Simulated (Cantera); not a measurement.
A Cantera script and what it prints.

```python
import numpy as np
import cantera as ct

gas_names = """
    B BH BH2 BH3 BO BO2 B2 B2O B2O2 B2O3 B3O3H3 H HBO HBO2 HO2 H2 H2O H2O2 H3B3O6 O OH O2 O3
""".split()
cond_names = """
    B(b) B(L) B2O3(L) B3O3H3(cr) H2O(s) H2O(L)
""".split()


# ... load() reads the species with a 1 bar reference pressure and builds the phases ...
atoms = {
    'B2O3': {'B': 2, 'O': 3},
    'O2': {'O': 2},
    'H2': {'H': 2},
}
top_T = {}  # K; cautious upper limits of use, not melting points


# ... equilibrate(T, P, feed) seeds the gas with the atoms and calls Mixture.equilibrate('TP', solver="vcs", rtol=1e-11, max_steps=5000) ...
results = []
feed = {'B2O3': 1, 'O2': 0.9, 'H2': 0.27}  # mol
T = 1298.15  # K
P = 700  # Pa
mix = equilibrate(T, P, feed)
results.append((T, P, feed, dict(zip(mix.species_names, mix.species_moles))))
x = sorted(zip(gas.X, gas.species_names), reverse=True)
print(f"T = {T:g} K  P = {P:g} Pa  gas = {mix.phase_moles(0):.4g} mol")
print("   x: " + "  ".join(f"{s} {v:.3e}" for v, s in x if v > 0.0001))
print("   condensed (mol): " + ("  ".join(f"{mix.phase(i).name} {mix.phase_moles(i):.4g}"
      for i in range(1, mix.n_phases) if mix.phase_moles(i) > 1e-12) or "none"))
```

It prints:

```
T = 1298.15 K  P = 700 Pa  gas = 1.044 mol
   x: O2 7.325e-01  H2O 2.494e-01  HBO2 1.797e-02
   condensed (mol): B2O3(L) 0.9905
```

These are equilibrium values from Cantera (NASA tables, ideal gas, pure condensed phases), not measurements of a reactor. Gases not in the tables: H3BO3.
